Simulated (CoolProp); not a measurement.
Tetrahydrofuran at several states: Z from the reference equation and from simpler models built on Tc = 267.0 °C, pc = 5.304 MPa, ω = 0.234; each cubic takes its own stable root.

Model: reference Helmholtz-energy equation of state, Fiedler 2023, in CoolProp.

```
T (°C)  p (MPa)   phase  reference
------  -------  ------  ---------
-92.65   0.0165  liquid  0.0007871
8.05       3.21  liquid     0.1096
-82.85     1.93  liquid    0.08816
```

Problem. How far does each simpler model (van der Waals, Redlich-Kwong, Soave-Redlich-Kwong, Peng-Robinson) lie from the reference over these 3 states: mean and median of the absolute difference, and the worst?

Solution. 
- van der Waals: mean 64.8 %, median 65.7 %, worst +66.4 % at -92.65 °C and 0.0165 MPa
- Redlich-Kwong: mean 11.0 %, median 11.3 %, worst +11.6 % at -92.65 °C and 0.0165 MPa
- Soave-Redlich-Kwong: mean 9.8 %, median 10.6 %, worst +11.0 % at -92.65 °C and 0.0165 MPa
- Peng-Robinson: mean 2.1 %, median 1.3 %, worst -4.1 % at 8.05 °C and 3.21 MPa
